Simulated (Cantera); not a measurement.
A Cantera script and its output.

```python
import numpy as np
import cantera as ct

gas = ct.Solution("h2o2.yaml")
gas.TPX = 375, 760000, {'H2': 1, 'O2': 0.658, 'N2': 7.89}
inlet = ct.Reservoir(gas, clone=True)
gas.equilibrate("HP")  # start burning
reactor = ct.IdealGasConstPressureReactor(gas, energy="on", clone=False)
exhaust = ct.Reservoir(gas, clone=True)
tau = [0.26, 0.099, 0.038, 0.015, 0.0057, 0.0022, 0.00084, 0.00033, 0.00013, 4.8e-05, 1.9e-05, 7.2e-06][0]
for a, b in ((inlet, reactor), (reactor, exhaust)):
    ct.MassFlowController(a, b, mdot=lambda t: reactor.mass / tau)
net = ct.ReactorNet([reactor])
show = ['H2', 'O2', 'H2O2', 'O', 'H', 'HO2']

rows = []
print(f"{'tau/s':>10s}{'T/K':>9s}" + "".join(f"{s:>11s}" for s in show))
for tau in [0.26, 0.099, 0.038, 0.015, 0.0057, 0.0022, 0.00084, 0.00033, 0.00013, 4.8e-05, 1.9e-05, 7.2e-06]:
    net.initial_time = 0.0
    net.advance(30 * tau)
    before = gas.X
    net.advance(40 * tau)
    drift = np.max(np.abs(gas.X - before) / (gas.X + 1e-9))
    rows.append([gas.T, *gas[show].X, drift])
    print(f"{tau:10.3e}{gas.T:9.1f}" + "".join(f"{x:11.3e}" for x in gas[show].X))
```

Result:

```
     tau/s      T/K         H2         O2       H2O2          O          H        HO2
 2.600e-01   1195.6  1.561e-03  1.821e-02  3.033e-06  3.565e-07  3.334e-07  2.027e-05
 9.900e-02   1177.8  4.033e-03  1.941e-02  9.948e-06  5.502e-07  7.416e-07  3.315e-05
 3.800e-02    375.0  1.047e-01  6.891e-02  1.805e-18 -1.267e-31  5.657e-33  2.874e-21
 1.500e-02    375.0  1.047e-01  6.891e-02  1.268e-21 -1.051e-33  5.561e-33  2.030e-24
 5.700e-03    375.0  1.047e-01  6.891e-02  8.010e-23 -3.283e-36  5.561e-33  1.322e-25
 2.200e-03    375.0  1.047e-01  6.891e-02  5.059e-24  2.168e-36  5.561e-33  9.905e-27
 8.400e-04    375.0  1.047e-01  6.891e-02  3.196e-25  1.729e-36  5.561e-33  1.218e-27
 3.300e-04    375.0  1.047e-01  6.891e-02  2.019e-26  1.112e-36  5.561e-33  3.097e-28
 1.300e-04    375.0  1.047e-01  6.891e-02  1.275e-27  5.910e-37  5.561e-33  1.112e-28
 4.800e-05    375.0  1.047e-01  6.891e-02  8.055e-29  2.591e-37  5.560e-33  4.087e-29
 1.900e-05    375.0  1.047e-01  6.891e-02  5.088e-30  1.094e-37  5.557e-33  1.598e-29
 7.200e-06    375.0  1.047e-01  6.891e-02  3.214e-31  4.299e-38  5.550e-33  6.082e-30
```

Computed with Cantera and the H2/O2 subset of GRI-Mech 3.0, which has no nitrogen chemistry. The hydrogen kinetics of GRI-Mech 3.0 are dated; newer H2 mechanisms differ, most at raised pressure.
